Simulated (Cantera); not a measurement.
Low-pressure radical oxidation in H2/O2

An isothermal, constant-pressure homogeneous reactor starts with H2 : O2 : N2 = 0.00073 : 1 : 0.45 (molar parts), at 1275 K and 0.0168 atm.

Computed with Cantera and the H2/O2 subset of GRI-Mech 3.0, which has no nitrogen chemistry. Radical loss at walls, strong at low pressure, is not modelled.

| t (s) | x H2 | x O2 | x OH | x O | x HO2 | x H | x H2O2 |
|---|---|---|---|---|---|---|---|
| 1.00e-6 | 0.000503 | 0.689 | <1e-12 | <1e-12 | 1.54e-12 | 1.52e-12 | <1e-12 |
| 5.55e-6 | 0.000503 | 0.689 | <1e-12 | <1e-12 | 8.56e-12 | 7.91e-12 | <1e-12 |
| 3.08e-5 | 0.000503 | 0.689 | 1.61e-11 | 1.61e-11 | 4.76e-11 | 3.14e-11 | <1e-12 |
| 0.000171 | 0.000503 | 0.689 | 2.11e-10 | 2.13e-10 | 2.64e-10 | 5.42e-11 | <1e-12 |
| 0.000949 | 0.000503 | 0.689 | 1.48e-9 | 1.54e-9 | 1.47e-9 | 6.72e-11 | <1e-12 |
| 0.00527 | 0.000503 | 0.689 | 1.19e-8 | 1.40e-8 | 8.09e-9 | 1.74e-10 | 1.41e-12 |
| 0.0292 | 0.000501 | 0.689 | 1.03e-6 | 1.36e-6 | 4.50e-8 | 1.08e-8 | 1.78e-11 |
| 0.162 | 2.23e-7 | 0.689 | 5.11e-5 | 0.000452 | 4.85e-8 | 1.42e-6 | 6.29e-10 |
| 0.901 | 1.26e-7 | 0.689 | 4.51e-5 | 0.000357 | 4.22e-8 | 9.90e-7 | 5.44e-10 |
| 5.00 | 4.87e-8 | 0.689 | 2.81e-5 | 0.000136 | 2.45e-8 | 2.35e-7 | 2.93e-10 |
x: mole fraction; the columns are a selection and need not sum to one.

Equilibrium at this temperature and pressure: H2 2.58e-10, O2 0.689, OH 2.07e-6, O 7.16e-7, HO2 1.84e-9, H 9.14e-11, H2O2 2.45e-12 (gas phase only).
